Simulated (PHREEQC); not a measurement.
1 kg of water holding 0.28 mol Na2SO4, 0.0033 mol KCl and 0.048 mol NaHCO3 is evaporated at 20 °C; the solids stay in contact with the brine. The system is closed to CO2. The run lets Arcanite, Burkeite, Glaserite, Halite, Kalicinite, Mirabilite, Misenite, Nahcolite, Natron, Sylvite, Thenardite, Trona precipitate or redissolve, and no other solid.

The series has 16 steps of water left (kg), from 1 to 0.003482.

Model: Pitzer model, pitzer.dat, run in PHREEQC.

Problem. Which solids form, in which order, and at which step of the series does each first stand?

Solution. Mirabilite from water left = 0.1609 kg (pH 7.51); Nahcolite from water left = 0.03769 kg (pH 7.38).
